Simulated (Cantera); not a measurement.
Input: 1 mol CH₃F, 2.3 mol H₂, 0.033 mol Si, equilibrated at 698 K and 1330 Pa.

Cantera equilibrium calculation (NASA polynomials, part measured and part estimated; ideal gas, pure solids and liquids). Rates play no part.

```csv
species,before,after
H₂,0.716,0.897
SiF₄,0.00820,0.0640
CH₄,0.0605,0.0385
HF,0.216,5.06e-7
SiHF₃,<1e-9,0.000194
"C(graphite), mol",0.756,0
"SiC(s), mol",0,0.850
```
Gas species are given as mole fractions.

### Question
Name the change that produced these shifts.
A) Si from 0.033 to 1.1 mol
B) pressure from 1330 Pa to 130 Pa
C) temperature from 698 K to 1100 K
D) pressure from 1330 Pa to 1.60 Pa

### Answer
A, Si from 0.033 to 1.1 mol
